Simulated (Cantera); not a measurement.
## Transport properties of process gases

Gas mixture: 100 % O2, at 82000 Pa, frozen composition.

Cantera's kinetic-theory transport with the Lennard-Jones parameters of GRI-Mech 3.0, ideal gas; thermal conductivity in the mixture-averaged form.

```csv
T (K),ρ (kg/m³),cp (J/kg/K),μ (µPa s),λ (mW/m/K),Pr,D (cm²/s) H2,D (cm²/s) CO2,D (cm²/s) O
400,0.789,941.4,25.6,33.9,0.713,1.63,0.326,0.671
550,0.574,987.2,32.1,44.7,0.709,2.78,0.574,1.16
700,0.451,1031,37.8,55.0,0.709,4.15,0.872,1.74
850,0.371,1065,43.0,64.6,0.710,5.74,1.22,2.40
1000,0.316,1090,47.9,73.6,0.710,7.51,1.60,3.15
1150,0.274,1109,52.5,82.2,0.708,9.47,2.03,3.97
1300,0.243,1125,56.9,90.4,0.708,11.6,2.49,4.87
1450,0.218,1139,61.0,98.3,0.707,13.9,2.99,5.84
```
D: mixture-averaged diffusion coefficient of that species in the mixture.
